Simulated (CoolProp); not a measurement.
The fluoroketone C6F12O (FK-5-1-12) at 293.15 K and 0.0232 MPa is compressed adiabatically to 0.132 MPa with isentropic efficiency 0.9. Each further row changes one setting.

The numbers come from the reference Helmholtz-energy equation of state, McLinden 2015 in CoolProp.

```
case             work (kJ/kg)                       final phase  final density (kg/m³)
---------------  ------------  --------------------------------  ---------------------
as stated                14.0  two-phase, vapour fraction 0.811                   20.3
efficiency 1             12.6  two-phase, vapour fraction 0.795                   20.7
efficiency 0.65          19.4  two-phase, vapour fraction 0.874                   18.8
```
